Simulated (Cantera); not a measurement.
A perfectly stirred reactor is fed with 99.6 % N₂O, 0.418 % N₂, at 2670 Pa; it is held at 1423 K, and followed from long to short residence time.

Cantera simulation using GRI-Mech 3.0 (53 species, 325 reactions); the numbers are that mechanism's predictions, not measurements. GRI-Mech 3.0 was tuned for natural gas; its chemistry of N2O as a main component is partial and can be far from experiment. Radical loss at walls, strong at low pressure, is not modelled. The temperature is held fixed by assumption; the heat of reaction is taken as removed at once.

x: mole fraction; the columns are a selection and need not sum to one.

| τ (s) | x N₂O | x N₂ | x NO₂ | x NO | x O | x O₂ |
|---|---|---|---|---|---|---|
| 0.32 | 0.781 | 0.132 | ___ | 0.0299 | 3.28e-5 | 0.0567 |
| 0.18 | 0.863 | 0.0837 | ___ | 0.0185 | 3.28e-5 | 0.0352 |
| 0.10 | 0.917 | 0.0511 | ___ | 0.0110 | 3.28e-5 | 0.0208 |
| 0.058 | 0.949 | 0.0323 | ___ | 0.00657 | 3.28e-5 | 0.0125 |
| 0.033 | 0.968 | 0.0205 | ___ | 0.00381 | 3.28e-5 | 0.00723 |
| 0.019 | 0.980 | 0.0137 | ___ | 0.00221 | 3.27e-5 | 0.00420 |
| 0.010 | 0.987 | 0.00922 | ___ | 0.00117 | 3.25e-5 | 0.00221 |
| 0.0059 | 0.991 | 0.00715 | ___ | 0.000686 | 3.23e-5 | 0.00130 |
| 0.0033 | 0.993 | 0.00584 | ___ | 0.000379 | 3.18e-5 | 0.000718 |

Question: Complete the blanks.

Answer: 
- 0.32, x NO₂: 6.30e-6
- 0.18, x NO₂: 3.46e-6
- 0.10, x NO₂: 1.75e-6
- 0.058, x NO₂: 8.75e-7
- 0.033, x NO₂: 3.95e-7
- 0.019, x NO₂: 1.67e-7
- 0.010, x NO₂: 5.59e-8
- 0.0059, x NO₂: 2.13e-8
- 0.0033, x NO₂: 6.96e-9
